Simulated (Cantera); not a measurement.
SiCl4 + Cl2 + H2 (chlorosilane synthesis and conversion)

Charge: 1 mol SiCl4, 0.65 mol Cl2, 4.7 mol H2, at 5.40 bar.

These are equilibrium values from Cantera (NASA tables, ideal gas, pure condensed phases), not measurements of a reactor. Candidate condensed phases: Si; 19 gas species. The tables' values for SiCl3 are old estimates; treat these amounts as uncertain. The numbers say what is thermodynamically allowed, not how fast it happens.

| T (K) | x H2 | x HCl | x SiCl4 | x SiHCl3 | x SiCl3 | x SiCl2 |
|---|---|---|---|---|---|---|
| 823 | 0.637 | 0.205 | 0.157 | 0.000588 | 3.44e-7 | 6.79e-11 |
| 873 | 0.637 | 0.206 | 0.156 | 0.00104 | 1.49e-6 | 8.37e-10 |
| 923 | 0.636 | 0.206 | 0.156 | 0.00171 | 5.49e-6 | 7.78e-9 |
| 973 | 0.635 | 0.207 | 0.155 | 0.00266 | 1.75e-5 | 5.68e-8 |
| 1023 | 0.634 | 0.209 | 0.153 | 0.00394 | 4.95e-5 | 3.37e-7 |
| 1073 | 0.632 | 0.210 | 0.152 | 0.00558 | 0.000126 | 1.67e-6 |
| 1123 | 0.630 | 0.213 | 0.150 | 0.00759 | 0.000292 | 7.09e-6 |
| 1173 | 0.627 | 0.215 | 0.147 | 0.00995 | 0.000624 | 2.61e-5 |
| 1223 | 0.624 | 0.219 | 0.143 | 0.0126 | 0.00124 | 8.49e-5 |
| 1273 | 0.620 | 0.223 | 0.139 | 0.0154 | 0.00229 | 0.000246 |
| 1323 | 0.615 | 0.228 | 0.134 | 0.0183 | 0.00396 | 0.000641 |
| 1373 | 0.608 | 0.235 | 0.127 | 0.0209 | 0.00644 | 0.00151 |
x: gas mole fraction; nothing condenses.

From 823 K to 1373 K nothing is condensed. The main Si-bearing gas is SiCl4 throughout.
